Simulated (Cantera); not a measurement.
Charge: 1 mol Si₂H₆, 1.2 mol H₂O, 1.9 mol H₂, at 0.000220 bar.

These are equilibrium values from Cantera (NASA tables, ideal gas, pure condensed phases), not measurements of a reactor. Candidate condensed phases: H₂O, Si, SiO₂; 18 gas species. The feed counts by its element totals alone. Mutual solubility and eutectic melting of coexisting phases are not modelled. The tables hold silica as quartz up to 1696 K and as liquid above; real silica turns to tridymite and cristobalite and melts near 1996 K. Equilibrium is a limit: real reactors are often held back by kinetics, nucleation or transport.

Over these rows the condensed part is Si(s) + SiO₂(β-quartz). Partial pressures as log10 of bar:

```csv
T (K),1000/T (1/K),log p SiO,log p H₂
900,1.1111,-11.30,-3.66
950,1.0526,?,-3.66
1000,1.0000,-9.28,-3.66
1050,0.9524,-8.42,-3.66
1100,0.9091,-7.64,-3.66
1150,0.8696,-6.92,-3.66
```

Problem. Fit log p(SiO) = a + b·(1000/T) to the five rows, give the apparent enthalpy, and predict the row at 950 K.

Solution. Means: 1000/T = 0.9684, log p = -8.712. Sxy = -0.632548, Sxx = 0.0348958, so b = -18.13 and a = -8.712 − (-18.13)×0.9684 = 8.85.
Apparent enthalpy: −19.145 × (-18.13) = 347 kJ/mol. The condensed phases alone fix this pressure, through 1/2 Si(s) + 1/2 SiO₂(β-quartz) = SiO(g), so the slope is that reaction's ΔH° and the other gases don't enter. The five rows lie within 0.01 of the line.
Prediction at 950 K: 8.85 + (-18.13)×1.0526 = -10.23. The computed value is -10.24, 0.01 from the line.
